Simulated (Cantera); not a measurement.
Charge: 1 mol C₆H₆, 1 mol NH₃, 2.8 mol H₂, held at 70.0 Pa.

Equilibrium computed with Cantera from the NASA thermochemical tables; the gas is ideal and each condensed phase is pure. Candidate condensed phases: C, C₆H₆, C₇H₈, C₈H₁₈; 92 gas species. Kinetics and transport are ignored.

Over these rows the condensed part is C(graphite). Partial pressures as log10 of bar:

| T (K) | 1000/T (1/K) | log p CH₄ | log p H₂ | log p N₂ |
|---|---|---|---|---|
| 1000 | 1.0000 | -7.39 | -3.18 | -4.35 |
| 1075 | 0.9302 | ? | -3.18 | -4.35 |
| 1150 | 0.8696 | -8.00 | -3.18 | -4.35 |
| 1225 | 0.8163 | -8.25 | -3.18 | -4.35 |
| 1300 | 0.7692 | -8.47 | -3.18 | -4.35 |
| 1375 | 0.7273 | -8.67 | -3.18 | -4.35 |

Problem. Fit log p(CH₄) = a + b·(1000/T) to the five rows, give the apparent enthalpy, and predict the row at 1075 K.

Solution. Means: 1000/T = 0.8365, log p = -8.156. Sxy = 0.209564, Sxx = 0.0446898, so b = 4.69 and a = -8.156 − (4.69)×0.8365 = -12.08.
Apparent enthalpy: −19.145 × (4.69) = -90 kJ/mol. With the condensed phases at unit activity, C(graphite) + 2 H₂(g) = CH₄(g) links this pressure to the main gases: over the six rows their terms move log p by +0.00 in all, so the slope is close to that reaction's ΔH°. The five rows lie within 0.01 of the line.
Prediction at 1075 K: -12.08 + (4.69)×0.9302 = -7.72. The computed value is -7.71, 0.01 from the line.
